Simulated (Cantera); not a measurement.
A diamond (100) surface in a fixed gas of H2 with x(CH4) = 0.018, x(H) = 0.00087, x(CH3) = 0.0015, 0.0622 atm; coverages are run to steady state.

Cantera simulation using the Harris–Goodwin 1993 mechanism for the reconstructed diamond (100) surface; the numbers are that mechanism's predictions, not measurements.

One state of this run: growth (µm/h) = 8.16; θ c6HH = 0.443; θ c6H* = 0.0380; θ c6*H = 0.463; θ c6** = 0.0175; θ c6HM = 0.0156. θ: site fractions in the mechanism's names (c6HH fully hydrogenated, c6H* and c6*H radical sites, c6** diradical, c6HM methylated).

Q: Which value of T (K) does it belong to?
A) 1225
B) 1125
C) 1025
D) 925

A: A, 1225
